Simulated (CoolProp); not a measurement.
Properties of CH3F (R41) along the isobar 6.03 MPa.

Computed with CoolProp (reference Helmholtz-energy equation of state, Lemmon 2006). It is a short technical equation, of lower accuracy than the large ones.

```
T (K)   phase  density (kg/m³)  cv (kJ/(kg K))  speed of sound (m/s)  Joule-Thomson coefficient (K/MPa)  expansivity (1/kK)  fugacity coefficient
-----  ------  ---------------  --------------  --------------------  ---------------------------------  ------------------  --------------------
208.3  liquid            861.4           1.249                  1049                            -0.2778               2.427               0.03598
222.1  liquid            831.8           1.227                 973.6                            -0.2345               2.660               0.06398
235.9  liquid            800.2           1.211                 895.8                            -0.1752               2.962                0.1047
249.6  liquid            766.4           1.202                 815.8                           -0.09379               3.367                0.1593
263.4  liquid                …           1.198                 731.4                            0.02343               3.947                     …
277.2  liquid            686.3           1.202                 641.3                             0.2013               4.851                     …
290.9  liquid                …           1.216                 542.6                             0.5001               6.484                0.4114
304.7  liquid            567.8           1.250                 422.8                              1.149               10.81                0.5187
```

Question: Fill in the missing entries.

Answer: 
- 263.4, density (kg/m³): 728.8
- 263.4, fugacity coefficient: 0.2294
- 277.2, fugacity coefficient: 0.3143
- 290.9, density (kg/m³): 635.8
